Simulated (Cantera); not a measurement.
Feed: 1 mol Al, 2.9 mol Cl₂, held at 0.00130 bar.

These are equilibrium values from Cantera (NASA tables, ideal gas, pure condensed phases), not measurements of a reactor. Candidate condensed phases: Al, AlCl₃; 8 gas species. Kinetics and transport are ignored. All values below are at 948 K.

Base state: Cl₂ 0.580, AlCl₃ 0.416, Cl 0.00362, Al₂Cl₆ 4.79e-5 (mole fractions); condensed: gas only.

**Question.** What changes in the equilibrium state with this change: pressure from 0.00130 bar to 0.00550 bar?

**Answer.** 
```
species   before     after
-------  -------  --------
Cl₂        0.580     0.582
AlCl₃      0.416     0.416
Cl       0.00362   0.00176
Al₂Cl₆   4.79e-5  0.000203
```
